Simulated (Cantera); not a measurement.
A closed system holds: 1 mol CCl₄, 0.41 mol HCl, 4 mol H₂, at 3.20 mbar.

Equilibrium computed with Cantera from the NASA thermochemical tables; the gas is ideal and each condensed phase is pure. Candidate condensed phases: C, C₆H₆, C₇H₈, C₈H₁₈; 91 gas species. Rates play no part.

Q: At 1473 K, list the 4 most abundant gas species with their mole fractions, and the condensed phases.

A: HCl 0.688, H₂ 0.312, Cl 0.000223, H 0.000125. Condensed: C(graphite).
